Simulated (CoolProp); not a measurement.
Vapour-liquid equilibrium of carbon dioxide (1) + propylene (2) at 1.2 MPa; x and y are mole fractions of (1).

Model: multi-fluid Helmholtz-energy mixture model, Span 1996 and Lemmon 2013; pair parameters Bell 2016, in CoolProp.

```tsv
x	bubble temperature (K)	y at the bubble point	dew temperature at overall composition x (K)	liquid density (mol/L)
0.05	289.1	0.234	297.5	12.60
0.125	276.3	0.475	294.2	13.47
0.2	267.1	0.620	290.7	14.26
0.275	260.4	0.709	287.1	15.01
0.35	?	0.768	283.3	15.74
0.425	251.9	0.809	279.2	16.49
0.5	249.1	0.840	274.9	17.26
0.575	246.9	0.864	270.1	18.09
0.65	245.0	?	264.9	19.00
0.725	243.3	0.907	259.1	20.00
0.8	241.8	?	252.7	21.12
0.875	240.4	0.951	245.9	22.39
0.95	239.0	0.978	240.4	23.84
```

Q: Fill in the missing entries.

A: 
- 0.35, bubble temperature (K): 255.6
- 0.65, y at the bubble point: 0.886
- 0.8, y at the bubble point: 0.928

No azeotrope shows between x = 0.05 and 0.95.

Pair parameters are fitted to limited data, so mixtures are less certain than the pure fluids.
